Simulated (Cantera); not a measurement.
Predominance diagram of Cu at 1227 °C against the partial pressures of O₂ and F₂ (log10, bar). Cantera with NASA thermochemical tables; ideal gases at 1 bar, condensed phases pure. Candidates: Cu(l), CuF₂(l), Cu₂O(s). Only these pure phases compete in this equilibrium. 

Task: Which phase is stable at these pairs, and which metal-bearing vapour leads over it? (-0.8, -6); (-5.5, -9.4); (0, -0.9); (-3.1, -3.4); (-3.9, 0); (-3.9, -6); (-10.2, -3.4)

Result: 
```tsv
log p(O₂)	log p(F₂)	phase	chief vapour	log p (bar)
-0.8	-6	CuF₂(l)	CuF₂	-1.3
-5.5	-9.4	CuF₂(l)	CuF₂	-1.3
0	-0.9	CuF₂(l)	CuF₂	-1.3
-3.1	-3.4	CuF₂(l)	CuF₂	-1.3
-3.9	0	CuF₂(l)	CuF₂	-1.3
-3.9	-6	CuF₂(l)	CuF₂	-1.3
-10.2	-3.4	CuF₂(l)	CuF₂	-1.3
```
